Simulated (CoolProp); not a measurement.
A single-stage vapour-compression cycle with cyclohexane: evaporating at 321.15 K (dew point), condensing at 355.15 K (bubble point), superheat 8 K, subcooling 5 K, compressor efficiency 0.7, no pressure losses. Each further row changes one setting.

The numbers come from the reference Helmholtz-energy equation of state, Zhou 2014 in CoolProp.

```csv
case,cooling COP,pressure ratio,discharge temperature (K),refrigerating effect (kJ/kg),volumetric capacity (kJ/m³)
as stated,6.14,3.13,366.2,330,347
evaporating temperature 326.15 K,7.43,2.60,365.2,337,421
condensing temperature 350.15 K,7.33,2.69,361.3,341,358
subcooling 10 K,6.33,3.13,366.2,341,358
superheat 18 K,6.22,3.13,375.9,345,351
compressor efficiency 0.6,5.26,3.13,371.6,330,347
```
